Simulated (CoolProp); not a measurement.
R1336mzz(E) at 396.12 K and 0.264 MPa is throttled through a valve to 0.102 MPa with no heat exchange. Each further row changes one setting.

Model: reference Helmholtz-energy equation of state, Akasaka 2023, in CoolProp.

```tsv
case	temperature change (K)	final density (kg/m³)
as stated	-1.9	5.18
outlet pressure 0.0306 MPa	-2.7	1.54
outlet pressure 0.133 MPa	-1.5	6.78
```
